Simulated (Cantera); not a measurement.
An isothermal, constant-pressure homogeneous reactor starts with CH4 : CO2 = 1 : 0.46 (molar parts), at 1800 K and 1300000 Pa.

Detailed kinetics in Cantera: GRI-Mech 3.0 (53 species, 325 reactions). GRI-Mech 3.0 stops at C3 and has no aromatics, soot or wall deposition, so with more carbon than oxygen in the feed, carbon stays in small species such as C2H2 where larger ones or solid carbon would form. The pressure lies above the range GRI-Mech 3.0 was tuned for (to about 10 atm).

One state of this run: x CH4 = 0.0682; x CO2 = 0.000117; x H = 7.25e-5; x C2H6 = 7.98e-5; x CH2CO = 6.20e-6. x: mole fraction; the columns are a selection and need not sum to one.

Question: Which value of t (s) does it belong to?
A) 0.507
B) 0.00245
C) 0.000414
D) 0.0145

Answer: A, 0.507
